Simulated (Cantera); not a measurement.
# Hydrocarbon pyrolysis for carbon deposition

An isothermal, constant-pressure homogeneous reactor starts with 15.2 % C2H6, 84.8 % N2, at 1575 K and 0.548 Torr.

Model: GRI-Mech 3.0 (53 species, 325 reactions), integrated in Cantera. GRI-Mech 3.0 stops at C3 and has no aromatics, soot or wall deposition, so with more carbon than oxygen in the feed, carbon stays in small species such as C2H2 where larger ones or solid carbon would form. Radical loss at walls, strong at low pressure, is not modelled.

```csv
t (s),x C2H6,x H2,x C2H,x HCN,x CH4
2.00e-5,0.151,2.95e-9,<1e-12,<1e-12,7.61e-8
5.90e-5,0.151,2.56e-8,<1e-12,<1e-12,6.61e-7
0.000174,0.151,3.28e-7,<1e-12,<1e-12,5.73e-6
0.000514,0.150,9.24e-6,<1e-12,<1e-12,4.92e-5
0.00152,0.146,0.000305,<1e-12,2.23e-10,0.000409
0.00447,0.128,0.00619,2.37e-9,5.05e-8,0.00311
0.0132,0.0616,0.0417,2.25e-7,4.97e-7,0.0204
0.0389,0.00221,0.109,1.70e-6,1.82e-6,0.0512
0.115,4.88e-5,0.149,8.31e-7,2.34e-6,0.0491
0.339,1.17e-5,0.167,4.32e-7,2.41e-6,0.0456
1.00,4.90e-6,0.177,2.92e-7,2.45e-6,0.0422
```
x: mole fraction; the columns are a selection and need not sum to one.

Equilibrium at this temperature and pressure: C2H6 1.28e-12, H2 0.232, C2H 6.07e-7, HCN 0.103, CH4 8.13e-6 (gas phase only).
